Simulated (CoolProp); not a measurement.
Saturated liquid density (kg/m³) of n-perfluoropentane: the reference equation beside estimates from Tc = 147.9 °C, pc = 2.063 MPa, ω = 0.436. Rackett uses Z = 0.29056 − 0.08775 ω.

Values from CoolProp's reference Helmholtz-energy equation of state, Gao 2022.

| T (°C) | reference | Rackett | Redlich-Kwong | Soave-Redlich-Kwong | Peng-Robinson |
|---|---|---|---|---|---|
| -40.65 | 1803 | 2010 | 1596 | 1674 | 1883 |
| -32.25 | 1779 | 1982 | 1574 | 1654 | 1863 |
| -23.85 | 1755 | 1953 | 1550 | 1634 | 1841 |
| -15.45 | 1730 | 1924 | 1525 | 1613 | 1819 |
| -7.05 | 1705 | 1894 | 1500 | 1590 | 1795 |
| 1.35 | 1680 | 1863 | 1473 | 1567 | 1769 |
| 9.75 | 1654 | 1832 | 1445 | 1542 | 1742 |
| 18.15 | 1627 | 1799 | 1417 | 1515 | 1713 |
| 26.45 | 1600 | 1767 | 1387 | 1488 | 1683 |
| 34.85 | 1572 | 1732 | 1356 | 1458 | 1651 |
| 43.25 | 1542 | 1697 | 1323 | 1426 | 1616 |
| 51.65 | 1512 | 1660 | 1288 | 1392 | 1578 |
| 60.05 | 1480 | 1622 | 1252 | 1356 | 1538 |
| 68.45 | 1446 | 1582 | 1214 | 1317 | 1495 |

Absolute difference from the reference over all 14 rows, mean and median: Rackett 10.6 and 10.7 %, Redlich-Kwong 13.1 and 12.8 %, Soave-Redlich-Kwong 7.3 and 7.0 %, Peng-Robinson 4.8 and 5.0 %.
